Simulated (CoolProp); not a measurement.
Saturation properties of R236EA.

The numbers come from the reference Helmholtz-energy equation of state, Rui 2013 in CoolProp.

| T (°C) | p (kPa) | liquid density (kg/m³) | enthalpy of vaporisation (kJ/kg) | surface tension (mN/m) |
|---|---|---|---|---|
| -8.35 | 53.90 | 1527 | 172.5 | 16.6 |
| -0.05 | 78.09 | 1503 | 168.4 | 15.4 |
| 8.15 | 109.7 | (withheld) | (withheld) | 14.3 |
| 16.45 | 151.3 | 1453 | 160.1 | 13.1 |
| 24.65 | 203.4 | 1427 | 155.9 | 12.1 |
| 32.95 | 269.4 | 1401 | 151.4 | 11.0 |
| 41.15 | 349.7 | 1373 | 146.7 | 9.90 |
| 49.45 | 448.3 | 1344 | (withheld) | 8.85 |
| 57.65 | 565.3 | (withheld) | 136.6 | 7.84 |
| 65.95 | 705.8 | 1282 | 131.0 | 6.84 |
| 74.15 | 869.1 | 1249 | 125.0 | 5.88 |
| 82.45 | 1062 | 1213 | 118.5 | 4.94 |
| 90.65 | 1283 | 1174 | 111.4 | (withheld) |

**Question.** Fill in the missing entries.

**Answer.** 
- 8.15, liquid density (kg/m³): 1479
- 8.15, enthalpy of vaporisation (kJ/kg): 164.4
- 49.45, enthalpy of vaporisation (kJ/kg): 141.8
- 57.65, liquid density (kg/m³): 1314
- 90.65, surface tension (mN/m): 4.05

It boils at 6.2 °C under 1 atm.

Surface tension comes from a separate correlation (Mulero 2012).
